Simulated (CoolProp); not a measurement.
Vapour-liquid equilibrium of CHF3 (R23) (1) + R152A (2) at 177.8 K; x and y are mole fractions of (1).

Values from CoolProp's multi-fluid Helmholtz-energy mixture model, Penoncello 2003 and Outcalt 1996; pair parameters Bell 2016.

Task: Give the bubble pressure and the first vapour's composition at x = 0.05, 0.65, 0.8. Is there an azeotrope?

Result: x = 0.05: 0.02651 bar, y = 0.668; x = 0.65: 0.2806 bar, y = 0.989; x = 0.8: 0.3489 bar, y = 0.995. No azeotrope shows between x = 0.05 and 0.95.

The pair parameters rest on a limited set of measurements; away from them the model extrapolates.
